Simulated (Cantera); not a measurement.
Input (Python, Cantera) and output of one run.

```python
import numpy as np
import cantera as ct

gas_names = """
    H HNO HNO2 HNO3 HO2 H2 H2O H2O2 N NH NH2 NH3 NH2OH NO NO2 NO3 N2 N2H2 N2H4 N2O O OH O2 O3 Pb PbO Pb2
""".split()
cond_names = """
    H2O(s) H2O(L) Pb(cr) Pb(L) PbO(rd) PbO(yw) PbO(L) PbO2(s) Pb3O4(s)
""".split()


def load(file, names, dense=False):
    # The tables refer to 1 bar. Condensed volumes are neglected.
    table = {s.name: s for s in ct.Species.list_from_file(file)}
    out = []
    for n in names:
        d = dict(table[n].input_data)
        d["thermo"] = dict(d["thermo"], **{"reference-pressure": 1e5})
        if dense:
            d["equation-of-state"] = {"model": "constant-volume", "density": "1e6 g/cm^3"}
        out.append(ct.Species.from_dict(d))
    return out


gas = ct.Solution(thermo="ideal-gas", species=load("nasa_gas.yaml", gas_names))
cond = {s.name: ct.Solution(thermo="fixed-stoichiometry", species=[s], name=s.name)
        for s in load("nasa_condensed.yaml", cond_names, dense=True)}
atoms = {
    'PbO': {'Pb': 1, 'O': 1},
    'H2': {'H': 2},
    'N2': {'N': 2},
}
top_T = {'Pb3O4(s)': 820}  # K; cautious upper limits of use, not melting points


def equilibrate(T, P, feed):
    n = {}
    for name, mol in feed.items():
        for a, k in atoms[name].items():
            n[a] = n.get(a, 0.0) + k * mol
    gas.TPX = T, P, n
    mass = sum(n.values()) * gas.mean_molecular_weight
    gas.equilibrate("TP")
    valid = [c for c in cond.values() if c.min_temp <= T <= top_T.get(c.name, c.max_temp)]
    mix = ct.Mixture([(gas, mass / gas.mean_molecular_weight)] + [(c, 0.0) for c in valid])
    mix.T, mix.P = T, P
    mix.equilibrate("TP", solver="vcs", rtol=1e-11, max_steps=5000)
    return mix


results = []
feed = {'PbO': 1, 'H2': 0.31, 'N2': 34}  # mol
T = 1248.15  # K
P = 10  # Pa
mix = equilibrate(T, P, feed)
results.append((T, P, feed, dict(zip(mix.species_names, mix.species_moles))))
x = sorted(zip(gas.X, gas.species_names), reverse=True)
print(f"T = {T:g} K  P = {P:g} Pa  gas = {mix.phase_moles(0):.4g} mol")
print("   x: " + "  ".join(f"{s} {v:.3e}" for v, s in x if v > 1e-05))
print("   condensed (mol): " + ("  ".join(f"{mix.phase(i).name} {mix.phase_moles(i):.4g}"
      for i in range(1, mix.n_phases) if mix.phase_moles(i) > 1e-12) or "none"))
```

Result:

```
T = 1248.15 K  P = 10 Pa  gas = 35.42 mol
   x: N2 9.598e-01  Pb 1.507e-02  PbO 1.316e-02  H2O 8.748e-03  O2 3.137e-03  NO 3.757e-05
   condensed (mol): none
```

Method: chemical equilibrium by Gibbs-energy minimisation in Cantera with the NASA 1993 tables (ideal gas, pure condensed phases).
